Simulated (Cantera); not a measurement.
Input: 1 mol B2O3, 41 mol N2, equilibrated at 375 Torr.

Method: chemical equilibrium by Gibbs-energy minimisation in Cantera with the NASA 1993 tables (ideal gas, pure condensed phases). Candidate condensed phases: B, BN, B2O3; 17 gas species. Kinetics and transport are ignored.

Problem. Which condensed phases are stable at each of these points (T (K)): 1700, 1750, 1800, 1850, 1900, 1950, 2000, 2050, 2100, 2150, 2200, 2250, 2300?

Solution. 
```tsv
T (K)	condensed phases	B condensed (%)
1700	B2O3(l)	93.6
1750	B2O3(l)	86.2
1800	B2O3(l)	71.6
1850	B2O3(l)	43.9
1900	gas only	0.0
1950	gas only	0.0
2000	gas only	0.0
2050	gas only	0.0
2100	gas only	0.0
2150	gas only	0.0
2200	gas only	0.0
2250	gas only	0.0
2300	gas only	0.0
```

From 1700 K to 1850 K the condensed part is B2O3(l). From 1900 K to 2300 K nothing is condensed.
